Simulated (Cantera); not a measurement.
A freely propagating, adiabatic, planar premixed flame of H2 : O2 : N2 = 1 : 0.5 : 1.88 (molar parts), equivalence ratio 1.0, unburnt at 350 K and 0.987 atm; mixture-averaged transport, grid criteria slope 0.08 and curve 0.16, no radiation.

Cantera simulation using the H2/O2 subset of GRI-Mech 3.0, which has no nitrogen chemistry; the numbers are that mechanism's predictions, not measurements. Burning velocities carry a grid error of a few per cent, more on coarse grids.

Problem. What does this change do: inlet temperature 350 to 473 K?

Solution. 
```
quantity                    before     after
------------------------  --------  --------
laminar burning velocity  297 cm/s  487 cm/s
thermal thickness         0.369 mm  0.428 mm
peak x(HO2)               0.000480  0.000397
peak x(H)                   0.0452    0.0527
peak x(H2O2)               9.86e-5   4.27e-5
```
